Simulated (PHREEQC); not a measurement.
Make-up at 80 °C: 0.0019 mol/kgw HF, 0.043 mol/kgw NH4HF2, 0.13 mol/kgw (NH4)2SiF6 and 0.0039 mol/kgw H3PO4. Closed to the air; pH follows from the charge balance.

Equilibrium calculation in PHREEQC: ion-association model, phreeqc.dat.

| quantity | before | after |
|---|---|---|
| pH | 3.30 | 3.14 |
| ionic strength (mol/kgw) | 0.434 | 0.434 |
| HF (mol/kgw) | 0.0419 | 0.0414 |
| F- (mol/kgw) | 0.0341 | 0.0343 |
| HF2- (mol/kgw) | 0.00592 | 0.00606 |
| H2PO4- (mol/kgw) | 0.00362 | 0.00356 |

Q: Which change was made?
A) temperature from 80 to 90 °C
B) (NH4)2SiF6 left out
C) HF left out
D) NH4HF2 from 0.043 to 0.0043 mol/kgw
E) temperature from 80 to 60 °C

A: E, temperature from 80 to 60 °C

No solid was allowed to form. Constants without temperature data keep their 25 °C values here. SiF6-2 is the database's only silicon fluoride.
